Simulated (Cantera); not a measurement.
A freely propagating, adiabatic, planar premixed flame of 34.2 % H2, 12.2 % O2, 53.6 % N2, unburnt at 698 K and 0.140 bar; mixture-averaged transport, grid criteria slope 0.08 and curve 0.16, no radiation.

Cantera simulation using the H2/O2 subset of GRI-Mech 3.0, which has no nitrogen chemistry; the numbers are that mechanism's predictions, not measurements. Burning velocities carry a grid error of a few per cent, more on coarse grids.

Problem. Predict: laminar burning velocity; thermal thickness; peak x(H); peak x(H2O2); peak x(HO2); peak x(O).

Solution. 
```
Property                    Result
------------------------  --------
laminar burning velocity  835 cm/s
thermal thickness          6.89 mm
peak x(H)                    0.118
peak x(H2O2)               5.16e-7
peak x(HO2)                3.08e-5
peak x(O)                  0.00973
```
